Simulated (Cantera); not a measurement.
A closed system holds: 1 mol Fe₂O₃, 3.8 mol CH₄, 0.022 mol CO, at 1575 K and 160 Pa.

Method: chemical equilibrium by Gibbs-energy minimisation in Cantera with the NASA 1993 tables (ideal gas, pure condensed phases). Candidate condensed phases: C, C₆H₆, C₇H₈, C₈H₁₈, Fe, Fe(CO)₅, FeO, Fe(OH)₂, Fe(OH)₃, Fe₂O₃, Fe₃O₄, H₂O; 114 gas species. Iron dissolves carbon and melts from about 1420 K in contact with it, which pure phases cannot show. Condensed phases not in the tables: cementite and carbon dissolved in iron. Equilibrium is a limit: real reactors are often held back by kinetics, nucleation or transport.

Base state: H₂ 0.714, CO 0.284, H 0.000878, Fe 0.000427, C₂H₂ (acetylene) 1.51e-5 (mole fractions); condensed: C(graphite) + Fe(γ).

Question: What changes in the equilibrium state with this change: Fe₂O₃ replaced by TiO₂?

Answer: 
| species | before | after |
|---|---|---|
| H₂ | 0.714 | 0.789 |
| CO | 0.284 | 0.210 |
| H | 0.000878 | 0.000923 |
| Fe | 0.000427 | 0 |
| C₂H₂ (acetylene) | 1.51e-5 | 1.66e-5 |
| C(graphite), mol | 0.800 | 0.800 |
| Fe(γ), mol | 2.00 | 0 |
| TiC(s), mol | 0 | 1.00 |
TiC: taken at fixed stoichiometry. Further candidate phases: Ti, TiC, TiO, TiO₂, Ti₂O₃, Ti₃O₅, Ti₄O₇.
